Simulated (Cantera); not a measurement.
## NO annealing gas

An isothermal, constant-pressure homogeneous reactor starts with NO : N₂ = 1 : 2.7 (molar parts), at 2073 K and 750 Torr.

Cantera simulation using GRI-Mech 3.0 (53 species, 325 reactions); the numbers are that mechanism's predictions, not measurements.

```
t (s)       x NO      x O₂    x N₂O   x N₂     x NO₂
--------  ------  --------  -------  -----  --------
0.000100   0.270   3.68e-7  1.18e-5  0.730   5.54e-6
0.000246   0.270   2.82e-6  2.26e-5  0.730   1.77e-5
0.000605   0.270   2.63e-5  3.32e-5  0.730   4.46e-5
0.00149    0.270  0.000167  3.61e-5  0.730   6.38e-5
0.00366    0.269  0.000578  3.59e-5  0.730   6.70e-5
0.00902    0.267   0.00160  3.53e-5  0.731   7.19e-5
0.0222     0.262   0.00413  3.39e-5  0.734   8.22e-5
0.0546     0.249    0.0104  3.04e-5  0.740  0.000101
0.134      0.219    0.0255  2.32e-5  0.755  0.000124
0.330      0.157    0.0566  1.18e-5  0.786  0.000127
0.813     0.0708    0.0995  2.65e-6  0.829   7.49e-5
2.00      0.0184     0.126  5.66e-7  0.856   2.18e-5
```
x: mole fraction; the columns are a selection and need not sum to one.

Equilibrium at this temperature and pressure: NO 0.00770, O₂ 0.131, N₂O 4.51e-7, N₂ 0.861, NO₂ 9.31e-6 (gas phase only).
